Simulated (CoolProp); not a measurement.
Saturation properties of benzene (Tc = 562.0 K, pc = 4.906 MPa, ω = 0.211).

Values from CoolProp's reference Helmholtz-energy equation of state, Thol 2012.

```tsv
T (K)	p (MPa)	enthalpy of vaporisation (kJ/kg)	liquid viscosity (µPa s)	liquid conductivity (mW/(m K))
437	0.7647	323.1	155	98.9
442.7	0.8509	317.3	149	97.3
448.4	0.9440	311.4	142	95.6
454.1	1.044	305.3	136	94.0
459.8	1.153	299.0	130	92.4
465.5	1.269	292.5	124	90.7
471.2	1.393	285.7	119	89.1
476.9	1.527	278.6	113	87.4
482.6	1.669	271.2	108	85.8
```

It boils at 353.2 K under 1 atm.

Viscosity comes from a separate model (Avgeri 2014). Thermal conductivity comes from a separate model (Assael 2012).
